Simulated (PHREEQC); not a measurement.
Consider water at 20 °C with 0.0034 mol/kgw HNO3, 0.045 mol/kgw FeCl3 and 0.16 mol/kgw KCl. Closed to the air; pH follows from the charge balance.

Model: ion-association model, phreeqc.dat, run in PHREEQC.

This is a speciation only: nothing precipitates in the calculation.

**Question.** Order these Cl species by the share of Cl that they hold, largest first: FeCl2+, Cl-, FeCl+2.

**Answer.** Cl- (88 %), FeCl+2 (6.9 %), FeCl2+ (4.6 %)

**Question.** Order these Fe species by the share of Fe that they hold, largest first: Fe+3, FeOH+2, FeCl2+, FeCl+2, Fe2(OH)2+4.

**Answer.** FeCl+2 (46 %), Fe+3 (24 %), FeCl2+ (15 %), Fe2(OH)2+4 (8.6 %), FeOH+2 (5.7 %)

The pH is 2.08 and the ionic strength 0.333 mol/kgw. Saturation is exceeded, for instance for Hematite (slow to form), Goethite (slow to form); the values hold only as long as no solid forms. Species that the database lacks are ignored.
